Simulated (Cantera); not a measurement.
A Cantera script and what it prints.

```python
import numpy as np
import cantera as ct

gas_names = [...]  # 87 gases of nasa_gas.yaml made of C, H, Si
cond_names = """
    C(gr) C6H6(L) C7H8(L) C8H18(L),n-octa Si(cr) Si(L) SiC(b)
""".split()


# ... load() reads the species with a 1 bar reference pressure and builds the phases ...
atoms = {
    'SiH4': {'Si': 1, 'H': 4},
    'CH4': {'C': 1, 'H': 4},
    'H2': {'H': 2},
}
top_T = {'C(gr)': 4500, 'SiC(b)': 3050}  # K; cautious upper limits of use, not melting points


# ... equilibrate(T, P, feed) seeds the gas with the atoms and calls Mixture.equilibrate('TP', solver="vcs", rtol=1e-11, max_steps=5000) ...
results = []
feed = {'SiH4': 1, 'CH4': 2.3, 'H2': 14}  # mol
T = 2050  # K
P = 210  # Pa
mix = equilibrate(T, P, feed)
results.append((T, P, feed, dict(zip(mix.species_names, mix.species_moles))))
print(gas.report(threshold=1e-06))
for i in range(1, mix.n_phases):
    print(f"{mix.phase(i).name:16s} {mix.phase_moles(i):12.5e} mol")
```

It prints:

```
       temperature   2050 K
          pressure   210 Pa
           density   2.5484e-05 kg/m^3
  mean mol. weight   2.0684 kg/kmol
   phase of matter   gas

                          1 kg             1 kmol
                     ---------------   ---------------
          enthalpy        3.1825e+07        6.5828e+07  J
   internal energy        2.3584e+07        4.8783e+07  J
           entropy         1.165e+05        2.4097e+05  J/K
    Gibbs function       -2.0699e+08       -4.2816e+08  J
 heat capacity c_p             16307             33731  J/K
 heat capacity c_v             12288             25416  J/K

                      mass frac. Y      mole frac. X     chem. pot. / RT
                     ---------------   ---------------   ---------------
               C2H        1.3684e-05        1.1308e-06           -18.526
    C2H2,acetylene          0.012671         0.0010066           -31.415
                 H           0.02349          0.048203           -12.889
                H2           0.92405           0.94809           -25.779
                Si          0.032811         0.0024165           -8.7496
              SiC2         0.0031626        0.00012554           -14.386
               SiH        0.00091761         6.524e-05           -21.639
              SiH2        0.00012695        8.7233e-06           -34.528
               Si2        5.0231e-05        1.8498e-06           -17.499
              Si2C         0.0026819        8.1362e-05           -20.317
     [  +77 minor]        2.6651e-05        2.2294e-06

C(gr)             1.30912e+00 mol
Si(L)             0.00000e+00 mol
SiC(b)            9.41103e-01 mol
```

Cantera equilibrium calculation (NASA polynomials, part measured and part estimated; ideal gas, pure solids and liquids).
